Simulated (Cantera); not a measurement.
# Equilibrium for calcination and drying: LiOH + H2

Feed: 1 mol LiOH, a varied amount of H2, held at 24.0 Torr.

Cantera equilibrium calculation (NASA polynomials, part measured and part estimated; ideal gas, pure solids and liquids). Candidate condensed phases: H2O, Li, LiH, LiOH, Li2O; 17 gas species. Rates play no part.

Map the stable condensed phases over T = 850, 950, 1050, 1150, 1250, 1350, 1450, 1550, 1650, 1750, 1850, 1950, 2050, 2150 K and n(H2) in mol = 0.07, 0.11, 0.18, 0.28, 0.44, 0.7, 1.1, 1.8, 2.8.


```
T in K \ n(H2) in mol
         0.07 0.11 0.18 0.28 0.44  0.7  1.1  1.8  2.8
   2150     A    A    A    A    A    A    A    A    A
   2050     A    A    A    A    A    A    A    A    A
   1950     A    A    A    A    A    A    A    A    A
   1850     B    A    A    A    A    A    A    A    A
   1750     B    B    B    B    B    B    A    A    A
   1650     B    B    B    B    B    B    B    B    B
   1550     B    B    B    B    B    B    B    B    B
   1450     B    B    B    B    B    B    B    B    B
   1350     B    B    B    B    B    B    B    B    B
   1250     B    B    B    B    B    B    B    B    B
   1150     B    B    B    B    B    B    B    B    B
   1050     B    B    B    B    B    B    B    B    B
    950     B    B    B    B    B    B    B    B    B
    850     B    B    B    B    B    B    B    B    B
```
A: gas only; B: Li2O.
